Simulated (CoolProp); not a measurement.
Vapour pressure (MPa) of dimethyl ether: the reference equation beside estimates from Tc = 400.4 K, pc = 5.337 MPa, ω = 0.196.

Computed with CoolProp (reference Helmholtz-energy equation of state, Wu 2011).

| T (K) | reference | Soave-Redlich-Kwong | Peng-Robinson |
|---|---|---|---|
| 276.4 | 0.2984 | 0.2980 | 0.2976 |
| 280.9 | 0.3469 | 0.3470 | 0.3458 |
| 285.4 | 0.4013 | 0.4018 | 0.3999 |
| 289.8 | 0.4604 | 0.4616 | 0.4588 |
| 294.3 | 0.5273 | 0.5295 | 0.5256 |
| 298.8 | 0.6014 | 0.6047 | 0.5995 |
| 303.2 | 0.6810 | 0.6856 | 0.6791 |
| 307.7 | 0.7703 | 0.7765 | 0.7685 |
| 312.2 | 0.8680 | 0.8761 | 0.8665 |
| 316.7 | 0.9746 | 0.9849 | 0.9736 |
| 321.1 | 1.088 | 1.101 | 1.088 |
| 325.6 | 1.213 | 1.229 | 1.214 |
| 330.1 | 1.349 | 1.368 | 1.351 |
| 334.5 | 1.493 | 1.515 | 1.496 |
| 339 | 1.651 | 1.677 | 1.656 |

Absolute difference from the reference over all 15 rows, mean and median: Soave-Redlich-Kwong 0.8 and 0.8 %, Peng-Robinson 0.2 and 0.3 %.
